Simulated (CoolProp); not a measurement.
Properties of n-decane along the isobar 2.51 MPa.

Computed with CoolProp (reference Helmholtz-energy equation of state, Lemmon 2006). It is a short technical equation, of lower accuracy than the large ones.

| T (°C) | phase | cv (kJ/(kg K)) | Joule-Thomson coefficient (K/MPa) | conductivity (mW/(m K)) | Prandtl number | fugacity coefficient |
|---|---|---|---|---|---|---|
| 218.25 | liquid | 2.539 | -0.08597 | 88.8 | 5.27 | 0.1120 |
| 222.25 | liquid | 2.553 | -0.07126 | 88.2 | 5.20 | 0.1205 |
| 226.15 | liquid | 2.568 | -0.05610 | 87.5 | 5.13 | 0.1291 |
| 230.15 | liquid | 2.582 | -0.03964 | 86.9 | 5.07 | 0.1384 |
| 234.05 | liquid | 2.596 | -0.02259 | 86.3 | 5.00 | 0.1478 |
| 238.05 | liquid | 2.611 | -0.003999 | 85.7 | 4.93 | 0.1579 |
| 242.05 | liquid | 2.625 | 0.01585 | 85.0 | 4.87 | 0.1684 |
| 245.95 | liquid | 2.639 | 0.03655 | 84.5 | 4.80 | 0.1790 |
| 249.95 | liquid | 2.653 | 0.05931 | 83.9 | 4.73 | 0.1904 |
| 253.85 | liquid | 2.667 | 0.08317 | 83.3 | 4.67 | 0.2018 |
| 257.85 | liquid | 2.682 | 0.1096 | 82.7 | 4.60 | 0.2140 |
| 261.75 | liquid | 2.695 | 0.1374 | 82.2 | 4.54 | 0.2262 |
| 265.75 | liquid | 2.709 | 0.1684 | 81.6 | 4.47 | 0.2392 |
| 269.75 | liquid | 2.723 | 0.2022 | 81.1 | 4.40 | 0.2526 |
| 273.65 | liquid | 2.737 | 0.2383 | 80.5 | 4.34 | 0.2661 |

Viscosity comes from a separate model (Huber 2004). Thermal conductivity comes from a separate model (Huber 2005).
